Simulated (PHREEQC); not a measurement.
Solution (20 °C): 0.0027 mol/kgw Pb(NO3)2 and 3.6e-05 mol/kgw NaNO3. Closed to the air; pH follows from the charge balance.

The numbers come from PHREEQC with the ion-association model, wateq4f.dat.

- pH: 5.21
- ionic strength: 0.00785 mol/kgw

| species | molality | activity | log γ |
|---|---|---|---|
| NO3- | 0.00530 | 0.00482 | -0.041 |
| Pb+2 | 0.00255 | 0.00177 | -0.160 |
| PbNO3+ | 0.000138 | 0.000126 | -0.040 |
| Na+ | 3.60e-5 | 3.29e-5 | -0.040 |
| H+ | 6.66e-6 | 6.14e-6 | -0.036 |
| PbOH+ | 6.15e-6 | 5.61e-6 | -0.040 |
| Pb2OH+3 | 5.09e-7 | 2.22e-7 | -0.360 |
| OH- | 1.21e-9 | 1.11e-9 | -0.041 |

Precipitation was switched off in this run.
